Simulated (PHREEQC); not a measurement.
A solution holds 0.072 mol/kgw NaOH and 0.0002 mol/kgw H4SiO4, at 55 °C. It is in equilibrium with CO2 at log p = 0 (atm). Otherwise closed; pH follows from the charge balance.

The numbers come from PHREEQC with the ion-association model, phreeqc.dat.

```csv
quantity,before,after
pH,6.79,5.85
NaHCO3 (mol/kgw),0.00149,2.06e-5
NaCO3- (mol/kgw),0.000125,1.72e-7
```

Task: Name the change that produced these shifts.
(A) temperature from 55 to 65 °C
(B) diluted 5-fold with water
(C) H4SiO4 left out
(D) diluted 10-fold with water

Result: D, diluted 10-fold with water

This is a speciation only: nothing precipitates in the calculation. Away from 25 °C the constants follow the database's enthalpies or fits; those with neither stay at their 25 °C values.
